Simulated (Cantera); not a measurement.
Charge: 1 mol Fe, 0.072 mol H₂S, 17 mol CO, held at 2.33 Torr.

Method: chemical equilibrium by Gibbs-energy minimisation in Cantera with the NASA 1993 tables (ideal gas, pure condensed phases). Candidate condensed phases: C, C₆H₆, C₇H₈, C₈H₁₈, Fe, Fe(CO)₅, FeO, Fe(OH)₂, Fe(OH)₃, FeS, FeSO₄, FeS₂, Fe₂O₃, Fe₂(SO₄)₃, Fe₃O₄, H₂O, H₂SO₄, S; 127 gas species. Metal and sulfide melt together well below either melting point, which pure phases cannot show. Mutual solubility and eutectic melting of coexisting phases are not modelled. FeS: taken at fixed stoichiometry. The numbers say what is thermodynamically allowed, not how fast it happens.

### Question
At 1375 K, list the 5 most abundant gas species with their mole fractions, and the condensed phases.

### Answer
CO 0.994, H₂ 0.00416, S₂ 0.000641, COS 0.000321, CO₂ 0.000159. Condensed: Fe(γ) + FeS(s).
